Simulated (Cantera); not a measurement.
A Cantera script and what it prints.

```python
import numpy as np
import cantera as ct

gas_names = """
    HCL K H
""".split()
cond_names = """
    KCL(s) KCL(L)
""".split()


# ... load() reads the species with a 1 bar reference pressure and builds the phases ...
species = {s.name: s for s in load("nasa_gas.yaml", gas_names) + load("nasa_condensed.yaml", cond_names)}
# Each term lists the table entries of one substance; the one whose range holds T is used.
reactions = {
    'HCl(g) + K(g) = KCl + H(g)':
        [(-1, ['HCL']), (-1, ['K']), (1, ['KCL(s)', 'KCL(L)']), (1, ['H'])],
}


def pick(names, T):
    return next(species[n] for n in names if species[n].thermo.min_temp <= T <= species[n].thermo.max_temp)


results = []
for label, terms in reactions.items():
    print(label)
    print("     T/K   dH/kJ  dS/(J/K)   dG/kJ   log10 K")
    for T in [300, 1298, 1398, 1498, 1598, 1698, 1798, 1898, 1998, 2098, 2198]:
        used = [(nu, pick(names, T)) for nu, names in terms]
        dH = sum(nu * s.thermo.h(T) for nu, s in used) / 1e6
        dS = sum(nu * s.thermo.s(T) for nu, s in used) / 1e3
        dG = dH - T * dS / 1e3
        logK = -dG * 1e6 / (ct.gas_constant * T * np.log(10))
        results.append((label, T, dH, dS, dG, logK, [s.name for _, s in used]))
        print(f"{T:8g} {dH:8.1f} {dS:8.1f} {dG:8.1f} {logK:8.2f}")
```

It prints:

```
HCl(g) + K(g) = KCl + H(g)
     T/K   dH/kJ  dS/(J/K)   dG/kJ   log10 K
     300   -215.3   -149.8   -170.4    29.67
    1298   -157.6    -82.1    -51.1     2.06
    1398   -153.6    -79.1    -43.1     1.61
    1498   -149.6    -76.3    -35.3     1.23
    1598   -145.7    -73.8    -27.8     0.91
    1698   -141.8    -71.4    -20.5     0.63
    1798   -137.9    -69.2    -13.5     0.39
    1898   -134.1    -67.1     -6.7     0.18
    1998   -130.3    -65.2     -0.1     0.00
    2098   -126.5    -63.3      6.3    -0.16
    2198   -122.8    -61.6     12.6    -0.30
```

Cantera with NASA thermochemical tables; ideal gases at 1 bar, condensed phases pure. Condensed species are held in their standard states even where they would react or evaporate.
